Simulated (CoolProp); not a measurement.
Vapour-liquid equilibrium of p-xylene (1) + n-nonane (2) at 20.85 °C; x and y are mole fractions of (1).

Computed with CoolProp (multi-fluid Helmholtz-energy mixture model, Zhou 2012 and Lemmon 2006; pair parameters Bell 2016).

```json
[
 {"x": "0.05", "bubble pressure (MPa)": "0.0004760", "y at the bubble point": "0.111", "dew pressure at overall composition x (MPa)": "0.0004585", "liquid density (mol/L)": "5.683"},
 {"x": "0.2", "bubble pressure (MPa)": "0.0005596", "y at the bubble point": "0.358", "dew pressure at overall composition x (MPa)": "0.0005035", "liquid density (mol/L)": "5.973"},
 {"x": "0.35", "bubble pressure (MPa)": "0.0006337", "y at the bubble point": "0.533", "dew pressure at overall composition x (MPa)": "0.0005564", "liquid density (mol/L)": "6.290"},
 {"x": "0.5", "bubble pressure (MPa)": "0.0007029", "y at the bubble point": "0.670", "dew pressure at overall composition x (MPa)": "0.0006187", "liquid density (mol/L)": "6.640"},
 {"x": "0.65", "bubble pressure (MPa)": "0.0007698", "y at the bubble point": "0.786", "dew pressure at overall composition x (MPa)": "0.0006920", "liquid density (mol/L)": "7.026"},
 {"x": "0.8", "bubble pressure (MPa)": "0.0008359", "y at the bubble point": "0.886", "dew pressure at overall composition x (MPa)": "0.0007788", "liquid density (mol/L)": "7.454"},
 {"x": "0.95", "bubble pressure (MPa)": "0.0009020", "y at the bubble point": "0.973", "dew pressure at overall composition x (MPa)": "0.0008836", "liquid density (mol/L)": "7.932"}
]
```

No azeotrope shows between x = 0.05 and 0.95.

The pair parameters rest on a limited set of measurements; away from them the model extrapolates.
